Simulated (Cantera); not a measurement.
A closed system holds: 1 mol (CH3)2SiCl2, 0.0053 mol C2H2, 10 mol H2, held at 2475 K and 53000 Pa.

These are equilibrium values from Cantera (NASA tables, ideal gas, pure condensed phases), not measurements of a reactor. Candidate condensed phases: C, C6H6, C7H8, C8H18, Si, SiC; 109 gas species. The feed counts by its element totals alone. The tables' values for SiCl, SiCl3 are old estimates; treat these amounts as uncertain. Gases not in the tables: Si2H6 and higher silanes. Rates play no part.

Q: What is the equilibrium state?

A: 
```
Item                                 Result
--------------------------------  ---------
x(H2)                                 0.827
x(HCl)                                0.124
x(H)                                 0.0281
x(C2H2 (acetylene))                 0.00804
x(SiCl2)                            0.00629
x(Cl)                               0.00298
x(Si)                               0.00167
x(SiCl)                            0.000771
x(SiC2)                            0.000404
n(C(graphite))                    0.906 mol
n(SiC(s))                         0.856 mol
gas amount                        14.27 mol
log10 activity of Si(l) (absent)      -0.65
```
